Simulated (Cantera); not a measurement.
What does this Cantera script print?

```python
import numpy as np
import cantera as ct

surf = ct.Interface("ptcombust.yaml", "Pt_surf")
gas = surf.adjacent["gas"]
gas.TPX = 750, 55000, {'CO': 0.0086, 'O2': 0.15, 'N2': 0.79, 'H2O': 0.037}
surf.TP = 750, 55000
reactor = ct.FlowReactor(gas, clone=False)
reactor.area = 0.0001  # m2
reactor.surface_area_to_volume_ratio = 2100  # 1/m
reactor.mass_flow_rate = 2.5 * reactor.area * gas.density  # inlet velocity 2.5 m/s
reactor.energy_enabled = False
wall = ct.ReactorSurface(surf, reactor, clone=False)
net = ct.ReactorNet([reactor])
net.rtol, net.atol = 1e-8, 1e-16
show, cover = ['CO', 'O2', 'H2O', 'CO2'], ['PT(S)', 'H(S)', 'O(S)', 'OH(S)', 'CO(S)', 'C(S)']

rows = []
print(f"{'z/m':>9s}{'u/(m/s)':>9s}" + "".join(f"{s:>13s}" for s in show + cover))
for z in [4.2e-05, 9e-05, 0.00019, 0.00042, 0.0009, 0.0019, 0.0042]:
    net.advance(z)
    rows.append([reactor.speed, *gas[show].X, *surf[cover].coverages])
    print(f"{z:9.4g}{rows[-1][0]:9.3g}" + "".join(f"{x:13.4e}" for x in rows[-1][1:]))
```

Result:

```
      z/m  u/(m/s)           CO           O2          H2O          CO2        PT(S)         H(S)         O(S)        OH(S)        CO(S)         C(S)
  4.2e-05      2.5   8.1402e-03   1.5194e-01   3.7552e-02   5.8804e-04   6.0579e-02   1.2029e-08   9.2787e-01   4.8277e-03   6.7167e-03   4.2938e-16
    9e-05      2.5   7.8338e-03   1.5181e-01   3.7557e-02   8.9572e-04   5.1348e-02   9.3294e-09   9.3958e-01   4.4730e-03   4.5885e-03   2.4553e-16
  0.00019      2.5   7.3941e-03   1.5162e-01   3.7566e-02   1.3374e-03   4.3725e-02   7.2954e-09   9.4901e-01   4.1488e-03   3.1105e-03   1.4032e-16
  0.00042      2.5   6.7204e-03   1.5134e-01   3.7578e-02   2.0141e-03   3.6970e-02   5.6485e-09   9.5719e-01   3.8319e-03   2.0044e-03   7.5803e-17
   0.0009      2.5   5.8157e-03   1.5095e-01   3.7595e-02   2.9227e-03   3.1632e-02   4.4567e-09   9.6354e-01   3.5570e-03   1.2618e-03   4.0558e-17
   0.0019     2.49   4.6505e-03   1.5046e-01   3.7617e-02   4.0930e-03   2.7396e-02   3.5838e-09   9.6853e-01   3.3198e-03   7.5305e-04   2.0856e-17
   0.0042     2.49   3.1532e-03   1.4982e-01   3.7646e-02   5.5969e-03   2.3915e-02   2.9180e-09   9.7258e-01   3.1094e-03   3.8752e-04   9.3301e-18
```

Cantera simulation using Deutschmann's 1995 Pt surface mechanism with GRI-Mech 3.0 gas chemistry; the numbers are that mechanism's predictions, not measurements. Catalytic surfaces can have several steady states; this one follows from the mechanism file's or the stated starting coverage. Mass transfer to the wall is taken as infinitely fast.
